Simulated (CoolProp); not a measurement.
Computed with CoolProp (reference Helmholtz-energy equation of state, McLinden 2015).

Task: Give the vapour pressure (kPa), liquid density (kg/m³), vapour density (kg/m³), enthalpy of vaporisation (kJ/kg) of saturated the fluoroketone C6F12O (FK-5-1-12) at 328.8 K.

Result: 
```json
[
 {"T (K)": "328.8", "p (kPa)": "127", "liquid density (kg/m³)": "1510", "vapour density (kg/m³)": "15.8", "enthalpy of vaporisation (kJ/kg)": "85.9"}
]
```
